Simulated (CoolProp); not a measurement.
Properties of water at several states (Tc = 373.9 °C, pc = 22.06 MPa, ω = 0.344).

The numbers come from the reference Helmholtz-energy equation of state, Wagner 2002 in CoolProp.

```
T (°C)  p (MPa)   phase  cp (kJ/(kg K))  speed of sound (m/s)  expansivity (1/kK)  conductivity (mW/(m K))  fugacity coefficient
------  -------  ------  --------------  --------------------  ------------------  -----------------------  --------------------
76.65     0.175  liquid           4.194                  1555              0.6223                      665                0.2344
138.65     3.56  liquid           4.270                  1497              0.9508                      685               0.09626
640.25     0.36     gas           2.236                 728.7               1.101                     84.6                0.9986
```

Thermal conductivity comes from a separate model (Huber 2012).
